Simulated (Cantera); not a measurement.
An isothermal, constant-pressure homogeneous reactor starts with 14.7 % C₂H₄, 85.3 % H₂, at 1898 K and 0.353 Torr.

Detailed kinetics in Cantera: GRI-Mech 3.0 (53 species, 325 reactions). GRI-Mech 3.0 was tuned for natural gas; its chemistry of ethylene as a main component is partial and can be far from experiment. GRI-Mech 3.0 stops at C3 and has no aromatics, soot or wall deposition, so with more carbon than oxygen in the feed, carbon stays in small species such as C2H2 where larger ones or solid carbon would form. Radical loss at walls, strong at low pressure, is not modelled.

Predict: x(C₂H₄) at 30.0 s; x(H₂) at 30.0 s; x(H) at 30.0 s; x(C₂H) at 30.0 s; x(CH₄) at 30.0 s.


- x(C₂H₄) at 30.0 s = 1.01e-6 (gas-phase equilibrium 6.08e-7)
- x(H₂) at 30.0 s = 0.852 (gas-phase equilibrium 0.841)
- x(H) at 30.0 s = 0.0209 (gas-phase equilibrium 0.0333)
- x(C₂H) at 30.0 s = 4.03e-5 (gas-phase equilibrium 6.47e-5)
- x(CH₄) at 30.0 s = 1.01e-5 (gas-phase equilibrium 3.73e-6)
